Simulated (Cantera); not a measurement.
## Reactions in the system H-K-O-S

Source: NASA polynomial tables (part measured, part estimated), evaluated in Cantera. Values are per mole of reaction as written; species without (g) are pure solids or liquids, kept so even where they would boil at 1 bar.

2 K2SO4 → 4 K(g) + S2(g) + 8 O(g)

```csv
T (K),ΔH° (kJ),ΔS° (J/K),ΔG° (kJ),log10 K
1723,5137.0,1613.8,2356.4,-71.43
1773,5131.3,1610.6,2275.8,-67.05
1823,5125.6,1607.4,2195.3,-62.90
1873,5120.0,1604.3,2115.0,-58.98
1923,5114.3,1601.4,2034.9,-55.27
1973,5108.7,1598.5,1954.9,-51.75
2023,5103.1,1595.7,1875.0,-48.41
2073,5097.4,1592.9,1795.3,-45.24
2123,5091.8,1590.2,1715.7,-42.21
2173,5086.2,1587.6,1636.3,-39.33
2223,5080.7,1585.1,1557.0,-36.58
```

KOH(g) → OH(g) + K(g)

| T (K) | ΔH° (kJ) | ΔS° (J/K) | ΔG° (kJ) | log10 K |
|---|---|---|---|---|
| 1723 | 357.2 | 104.0 | 177.9 | -5.39 |
| 1773 | 357.0 | 104.0 | 172.7 | -5.09 |
| 1823 | 356.9 | 103.9 | 167.5 | -4.80 |
| 1873 | 356.7 | 103.8 | 162.3 | -4.53 |
| 1923 | 356.5 | 103.7 | 157.1 | -4.27 |
| 1973 | 356.4 | 103.6 | 152.0 | -4.02 |
| 2023 | 356.2 | 103.5 | 146.8 | -3.79 |
| 2073 | 356.1 | 103.5 | 141.6 | -3.57 |
| 2123 | 355.9 | 103.4 | 136.4 | -3.36 |
| 2173 | 355.8 | 103.3 | 131.3 | -3.16 |
| 2223 | 355.6 | 103.3 | 126.1 | -2.96 |
